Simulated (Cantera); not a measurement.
Silicon carbide growth: CH3SiH3 + C3H8 + H2

A closed system holds: 1 mol CH3SiH3, 0.086 mol C3H8, 230 mol H2, held at 2400 K.

Cantera equilibrium calculation (NASA polynomials, part measured and part estimated; ideal gas, pure solids and liquids). Candidate condensed phases: C, C6H6, C7H8, C8H18, Si, SiC; 87 gas species. The feed counts by its element totals alone. Gases not in the tables: Si2H6 and higher silanes. Equilibrium is a limit: real reactors are often held back by kinetics, nucleation or transport.

```json
[
 {"P (Pa)": "100", "x H2": "0.604", "x H": "0.391", "x Si": "0.00315", "x C2H2 (acetylene)": "0.00177", "x SiH": "2.39e-5", "x SiH2": "6.14e-7", "x Si2C": "1.72e-6", "x SiC2": "0.000255", "n SiC(s)": "0"},
 {"P (Pa)": "220", "x H2": "0.709", "x H": "0.286", "x Si": "0.00335", "x C2H2 (acetylene)": "0.00197", "x SiH": "4.09e-5", "x SiH2": "1.69e-6", "x Si2C": "4.17e-6", "x SiC2": "0.000256", "n SiC(s)": "0"},
 {"P (Pa)": "460", "x H2": "0.786", "x H": "0.208", "x Si": "0.00348", "x C2H2 (acetylene)": "0.00209", "x SiH": "6.48e-5", "x SiH2": "4.06e-6", "x Si2C": "9.22e-6", "x SiC2": "0.000255", "n SiC(s)": "0"},
 {"P (Pa)": "1000", "x H2": "0.847", "x H": "0.146", "x Si": "0.00355", "x C2H2 (acetylene)": "0.00219", "x SiH": "0.000101", "x SiH2": "9.70e-6", "x Si2C": "2.05e-5", "x SiC2": "0.000252", "n SiC(s)": "0"},
 {"P (Pa)": "2200", "x H2": "0.892", "x H": "0.101", "x Si": "0.00354", "x C2H2 (acetylene)": "0.00225", "x SiH": "0.000153", "x SiH2": "2.24e-5", "x Si2C": "4.43e-5", "x SiC2": "0.000246", "n SiC(s)": "0"},
 {"P (Pa)": "4600", "x H2": "0.922", "x H": "0.0712", "x Si": "0.00343", "x C2H2 (acetylene)": "0.00229", "x SiH": "0.000219", "x SiH2": "4.70e-5", "x Si2C": "8.65e-5", "x SiC2": "0.000234", "n SiC(s)": "0"},
 {"P (Pa)": "10000", "x H2": "0.945", "x H": "0.0489", "x Si": "0.00320", "x C2H2 (acetylene)": "0.00230", "x SiH": "0.000304", "x SiH2": "9.76e-5", "x Si2C": "0.000162", "x SiC2": "0.000215", "n SiC(s)": "0"},
 {"P (Pa)": "22000", "x H2": "0.961", "x H": "0.0332", "x Si": "0.00283", "x C2H2 (acetylene)": "0.00229", "x SiH": "0.000402", "x SiH2": "0.000193", "x Si2C": "0.000275", "x SiC2": "0.000186", "n SiC(s)": "0"},
 {"P (Pa)": "46000", "x H2": "0.972", "x H": "0.0231", "x Si": "0.00174", "x C2H2 (acetylene)": "0.00176", "x SiH": "0.000361", "x SiH2": "0.000252", "x Si2C": "0.000190", "x SiC2": "8.67e-5", "n SiC(s)": "0.324"},
 {"P (Pa)": "100000", "x H2": "0.981", "x H": "0.0158", "x Si": "0.000937", "x C2H2 (acetylene)": "0.00130", "x SiH": "0.000287", "x SiH2": "0.000297", "x Si2C": "0.000102", "x SiC2": "3.41e-5", "n SiC(s)": "0.581"}
]
```
x: gas mole fraction; n: condensed amount in mol.

From 1.00 mbar to 0.220 bar nothing is condensed. From 0.460 bar to 1.00 bar the condensed part is SiC(s). The main Si-bearing gas is Si throughout.
